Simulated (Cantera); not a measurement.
A closed system holds: 1 mol AlCl3, 8.1 mol HCl, 8.8 mol H2, 3.8 mol N2O, at 2248 K and 2.40 mbar.

Cantera equilibrium calculation (NASA polynomials, part measured and part estimated; ideal gas, pure solids and liquids). Candidate condensed phases: Al, AlCl3, AlN, Al2O3, H2O, NH4Cl; 45 gas species. The tables' values for AlCl2, AlOH are old estimates; treat these amounts as uncertain. Kinetics and transport are ignored.

Base state: HCl 0.369, H2 0.217, N2 0.157, H2O 0.0923, Cl 0.0862, H 0.0698, OH 0.00446, AlCl 0.00175 (mole fractions); condensed: Al2O3(s).

**Question.** What changes in the equilibrium state with this change: H2 from 8.8 to 310 mol?

**Answer.** 
```csv
species,before,after
H2,0.217,0.811
H,0.0698,0.135
HCl,0.369,0.0263
N2,0.157,0.0109
Cl,0.0862,0.00317
H2O,0.0923,0.0105
AlCl,0.00175,0.00239
O2,0.000177,1.64e-7
AlCl3,1.03e-5,1.90e-8
NO,0.000182,1.46e-6
Al2O,2.74e-7,1.14e-5
Al,9.30e-6,0.000345
"Al2O3(s), mol",0.465,0
```
The tables' values for AlOH are old estimates; treat these amounts as uncertain.
